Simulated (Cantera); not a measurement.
Input: 1 mol H₂O, 5.8 mol H₂, held at 21.0 mbar.

Cantera equilibrium calculation (NASA polynomials, part measured and part estimated; ideal gas, pure solids and liquids). Candidate condensed phases: H₂O; 9 gas species. Equilibrium is a limit: real reactors are often held back by kinetics, nucleation or transport.

At 2727 °C, list the 4 most abundant gas species with their mole fractions, and the condensed phases.

H 0.601, H₂ 0.304, H₂O 0.0381, O 0.0303. Condensed: gas only.
